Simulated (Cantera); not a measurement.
## Boron, boron nitride and boron oxide: B + O2 + H2

Feed: 1 mol B, 1.5 mol O2, a varied amount of H2, equilibrated at 1975 K and 15000 Pa.

Cantera equilibrium calculation (NASA polynomials, part measured and part estimated; ideal gas, pure solids and liquids). Candidate condensed phases: B, B2O3, B3O3H3, H2O; 23 gas species. Rates play no part.

From 1.3 mol H2 to 42 mol H2 nothing is condensed. The main B-bearing gas is HBO2 throughout.

```csv
n(H2) (mol),log p H2,log p H2O,log p HBO2,log p O2,log p B2O3,log p BO2
1.3,-3.72,-1.16,-1.18,-2.12,-2.21,-3.12
2.1,-1.46,-1.21,-1.31,-6.74,-2.40,-4.38
3.2,-1.17,-1.36,-1.46,-7.64,-2.56,-4.68
4.9,-1.03,-1.52,-1.63,-8.24,-2.73,-4.92
7.5,-0.95,-1.69,-1.80,-8.72,-2.91,-5.13
11,-0.91,-1.84,-1.96,-9.11,-3.08,-5.31
18,-0.88,-2.04,-2.18,-9.57,-3.32,-5.54
27,-0.86,-2.20,-2.36,-9.93,-3.52,-5.74
42,-0.85,-2.38,-2.57,-10.31,-3.76,-5.95
```
log p: log10 of the partial pressure in bar; nothing condenses.
